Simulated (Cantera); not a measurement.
Feed: 1 mol B₂O₃, 4.9 mol H₂, at 0.000860 bar.

Method: chemical equilibrium by Gibbs-energy minimisation in Cantera with the NASA 1993 tables (ideal gas, pure condensed phases). Candidate condensed phases: B, B₂O₃, B₃O₃H₃, H₂O; 23 gas species. The numbers say what is thermodynamically allowed, not how fast it happens.

Q: Which condensed phases are stable at each of these points (T (°C)): 1202, 1227, 1252, 1277, 1302, 1327, 1352, 1377, 1402, 1427, 1452, 1477?

A: 
```tsv
T (°C)	condensed phases	B condensed (%)
1202	B₂O₃(l)	84.6
1227	B₂O₃(l)	76.1
1252	B₂O₃(l)	62.9
1277	B₂O₃(l)	41.8
1302	B₂O₃(l)	7.5
1327	gas only	0.0
1352	gas only	0.0
1377	gas only	0.0
1402	gas only	0.0
1427	gas only	0.0
1452	gas only	0.0
1477	gas only	0.0
```

From 1202 °C to 1302 °C the condensed part is B₂O₃(l). From 1327 °C to 1477 °C nothing is condensed.
